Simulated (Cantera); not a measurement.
**Ammonia decomposition in nitride growth gas**

An isothermal, constant-pressure homogeneous reactor starts with 6.67 % NH3, 93.3 % N2, at 1700 K and 0.0267 bar.

Model: the gas-phase N/H chemistry of the illustrative SiF4/NH3 mechanism in the Surface Chemkin manual (1991), integrated in Cantera. Walls and surfaces, which speed up NH3 decomposition in real reactors, are not modelled.

```json
[
 {"t (s)": "0.000100", "x NH3": "0.0667", "x NH": "<1e-12", "x N2": "0.933", "x NH2": "6.26e-8", "x N2H4": "<1e-12", "x N2H2": "<1e-12"},
 {"t (s)": "0.000501", "x NH3": "0.0667", "x NH": "8.62e-12", "x N2": "0.933", "x NH2": "3.79e-7", "x N2H4": "<1e-12", "x N2H2": "1.17e-12"},
 {"t (s)": "0.00251", "x NH3": "0.0667", "x NH": "3.31e-10", "x N2": "0.933", "x NH2": "1.98e-6", "x N2H4": "<1e-12", "x N2H2": "5.13e-11"},
 {"t (s)": "0.0126", "x NH3": "0.0667", "x NH": "1.42e-8", "x N2": "0.933", "x NH2": "9.96e-6", "x N2H4": "2.19e-11", "x N2H2": "1.60e-9"},
 {"t (s)": "0.0632", "x NH3": "0.0666", "x NH": "2.13e-7", "x N2": "0.933", "x NH2": "4.95e-5", "x N2H4": "5.44e-10", "x N2H2": "4.97e-8"},
 {"t (s)": "0.317", "x NH3": "0.0654", "x NH": "1.19e-6", "x N2": "0.933", "x NH2": "0.000131", "x N2H4": "3.82e-9", "x N2H2": "4.55e-7"},
 {"t (s)": "1.59", "x NH3": "0.0581", "x NH": "1.63e-6", "x N2": "0.930", "x NH2": "8.69e-5", "x N2H4": "1.68e-9", "x N2H2": "2.98e-7"},
 {"t (s)": "7.98", "x NH3": "0.0382", "x NH": "1.36e-6", "x N2": "0.922", "x NH2": "5.14e-5", "x N2H4": "5.86e-10", "x N2H2": "1.29e-7"},
 {"t (s)": "40.0", "x NH3": "0.00948", "x NH": "6.64e-7", "x N2": "0.910", "x NH2": "1.67e-5", "x N2H4": "6.21e-11", "x N2H2": "1.78e-8"}
]
```
x: mole fraction; the columns are a selection and need not sum to one.

Equilibrium at this temperature and pressure: NH3 2.62e-8, NH 3.45e-11, N2 0.906, NH2 1.97e-10, N2H4 <1e-12, N2H2 <1e-12 (gas phase only).
